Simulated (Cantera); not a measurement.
A perfectly stirred reactor is fed with 14.7 % H2, 17.9 % O2, 67.4 % N2, equivalence ratio 0.41, at 760 Torr; it is adiabatic with a 798 K inlet, and is followed from long to short residence time, starting on the burning branch (τ in s: 0.055, 0.029, 0.015, 0.0078, 0.0041, 0.0021, 0.0011, 0.00058, 0.0003, 0.00016, 8.3e-05, 4.3e-05, 2.3e-05).

Computed with Cantera and GRI-Mech 3.0 (53 species, 325 reactions).

### Question
Predict: blow-out, bracketed by the residence times tried; x(H2) at τ = 55.0 ms; x(O2) at τ = 55.0 ms; x(HO2) at τ = 55.0 ms; x(O) at τ = 55.0 ms; x(N2O) at τ = 55.0 ms; x(H2) at τ = 1.10 ms; x(O2) at τ = 1.10 ms; x(HO2) at τ = 1.10 ms; x(O) at τ = 1.10 ms; x(N2O) at τ = 1.10 ms.

### Answer
```json
{
  "blow_out_bracketed_by_the_residence_times_tried": "burning at 23.0 µs, the shortest tried",
  "x(H2) at τ = 55.0 ms": "0.000209",
  "x(O2) at τ = 55.0 ms": "0.113",
  "x(HO2) at τ = 55.0 ms": "2.14e-6",
  "x(O) at τ = 55.0 ms": "0.000288",
  "x(N2O) at τ = 55.0 ms": "5.03e-7",
  "x(H2) at τ = 1.10 ms": "0.00249",
  "x(O2) at τ = 1.10 ms": "0.112",
  "x(HO2) at τ = 1.10 ms": "1.58e-5",
  "x(O) at τ = 1.10 ms": "0.00340",
  "x(N2O) at τ = 1.10 ms": "4.91e-7"
}
```
